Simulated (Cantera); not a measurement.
## Hydrogen reduction and annealing atmospheres: Nb2O5 + H2

Charge: 1 mol Nb2O5, 0.34 mol H2, equilibrated at 1075 K and 0.0420 bar.

Cantera equilibrium calculation (NASA polynomials, part measured and part estimated; ideal gas, pure solids and liquids). Candidate condensed phases: H2O, Nb, NbO, NbO2, Nb2O5; 12 gas species. Mutual solubility and eutectic melting of coexisting phases are not modelled. Condensed phases not in the tables: the oxides between NbO2 and Nb2O5. Equilibrium is a limit: real reactors are often held back by kinetics, nucleation or transport.

The x(H2) is 0.991. The x(H2O) is 0.00920, the n(NbO2(s)) comes out as 0.00626 mol and the n(Nb2O5(s)) comes out as 0.997 mol. The gas amount comes out as 0.3400 mol and the log10 activity of Nb(s) (absent) is -6.79.
